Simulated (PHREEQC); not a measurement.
Consider water at 25 °C with 0.055 mol HF, 0.00034 mol H2SiF6, 0.0089 mol H3BO3 and 0.00017 mol H2SO4 per kg of water. Closed to the air; pH follows from the charge balance.

The numbers come from PHREEQC with the ion-association model, phreeqc.dat.

```csv
quantity,before,after
pH,1.99,3.39
ionic strength (mol/kgw),0.0117,0.0187
HF (mol/kgw),0.0182,0.00144
F- (mol/kgw),0.00133,0.00271
BF3OH- (mol/kgw),0.000176,0.00247
SO4-2 (mol/kgw),9.88e-5,0.000158
SI of Quartz (SiO2),-4.34,-0.61
```

Problem. Name the change that produced these shifts.
A. H3BO3 from 0.0089 to 0.00801 mol/kgw
B. HF left out
C. HF replaced by (CH3)4NF at the same molality
D. 0.0017 mol/kgw HNO3 added
E. H3BO3 replaced by Na2B4O7 at the same molality

Solution. E, H3BO3 replaced by Na2B4O7 at the same molality

No solid was allowed to form. SiF6-2 is the database's only silicon fluoride. Real BF4- forms and hydrolyses slowly; the run takes it at equilibrium.
